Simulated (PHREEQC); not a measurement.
Make-up at 90 °C: 0.029 mmol/kgw CdCl2, 0.55 mmol/kgw CaCl2, 0.0097 mmol/kgw NaHCO3 and 0.01 mmol/kgw Na2SO4. Closed to the air; pH follows from the charge balance.

All values are PHREEQC results (ion-association model, phreeqc.dat), not measurements.

No solid was allowed to form.

Task: Order these S species by the share of S that they hold, largest first: CdSO4, SO4-2, CaSO4.

Result: SO4-2 (91 %), CaSO4 (8.7 %), CdSO4 (0.61 %)

Task: Order these C species by the share of C that they hold, largest first: CaCO3, CaHCO3+, CO2, HCO3-.

Result: HCO3- (71 %), CO2 (28 %), CaHCO3+ (0.64 %), CaCO3 (0.14 %)

The pH is 6.75 and the ionic strength 0.00177 mol/kgw. Species that the database lacks are ignored. At this temperature some constants are extrapolated from 25 °C, and those without enthalpy data are left unchanged.
